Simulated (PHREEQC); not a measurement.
Dissolve 0.019 mol/kgw Na2S and 0.0043 mol/kgw SrBr2 at 25 °C. Closed to the air; pH follows from the charge balance.

Equilibrium calculation in PHREEQC: ion-association model, wateq4f.dat.

```json
{
  "pH": "12.08",
  "ionic_strength": "0.0545 mol/kgw",
  "total_alkalinity": "38.0 meq/kg"
}
```

```
species  molality  activity   log γ
-------  --------  --------  ------
Na+        0.0380    0.0311  -0.087
HS-        0.0151    0.0122  -0.094
OH-        0.0149    0.0120  -0.094
Br-       0.00860   0.00702  -0.088
Sr+2      0.00415   0.00193  -0.333
S-2       0.00391   0.00177  -0.344
SrOH+    0.000145  0.000119  -0.086
H2S       8.71e-8   8.82e-8   0.005
```

Precipitation was switched off in this run. With this much S-2 the pH rests on the database's HS-/S-2 constant; if that pK is higher, the solution is more alkaline. The database's pK near 12.9 for HS-/S-2 is now thought far too low, so its S-2 is overstated. The polysulfide entries of wateq4f.dat were taken out for this run.
